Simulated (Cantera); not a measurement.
A perfectly stirred reactor is fed with C2H6 : H2 = 1 : 6.9 (molar parts), at 1.00 bar; it is held at 1375 K, and followed from long to short residence time.

Model: GRI-Mech 3.0 (53 species, 325 reactions), integrated in Cantera. GRI-Mech 3.0 stops at C3 and has no aromatics, soot or wall deposition, so with more carbon than oxygen in the feed, carbon stays in small species such as C2H2 where larger ones or solid carbon would form.

### Question
What does this change do: H2 6.9 to 1.4 parts?

### Answer
```tsv
quantity	before	after
x(C2H6) at τ = 7.30 s	0.000312	0.000935
x(H2) at τ = 7.30 s	0.790	0.540
x(C2H4) at τ = 7.30 s	0.0146	0.0599
x(CH2) at τ = 7.30 s	9.59e-11	2.12e-10
x(CH4) at τ = 7.30 s	0.178	0.301
x(C2H6) at τ = 36.0 ms	0.00340	0.00914
x(H2) at τ = 36.0 ms	0.855	0.649
x(C2H4) at τ = 36.0 ms	0.0476	0.124
x(CH2) at τ = 36.0 ms	9.15e-10	2.12e-9
x(CH4) at τ = 36.0 ms	0.0632	0.126
```

### Question
What does this change do: C2H6 1 to 1.9 parts?

### Answer
```json
[
 {"quantity": "x(C2H6) at τ = 7.30 s", "before": "0.000312", "after": "0.000568"},
 {"quantity": "x(H2) at τ = 7.30 s", "before": "0.790", "after": "0.685"},
 {"quantity": "x(C2H4) at τ = 7.30 s", "before": "0.0146", "after": "0.0300"},
 {"quantity": "x(CH2) at τ = 7.30 s", "before": "9.59e-11", "after": "1.44e-10"},
 {"quantity": "x(CH4) at τ = 7.30 s", "before": "0.178", "after": "0.246"},
 {"quantity": "x(C2H6) at τ = 36.0 ms", "before": "0.00340", "after": "0.00546"},
 {"quantity": "x(H2) at τ = 36.0 ms", "before": "0.855", "after": "0.777"},
 {"quantity": "x(C2H4) at τ = 36.0 ms", "before": "0.0476", "after": "0.0758"},
 {"quantity": "x(CH2) at τ = 36.0 ms", "before": "9.15e-10", "after": "1.36e-9"},
 {"quantity": "x(CH4) at τ = 36.0 ms", "before": "0.0632", "after": "0.0905"}
]
```
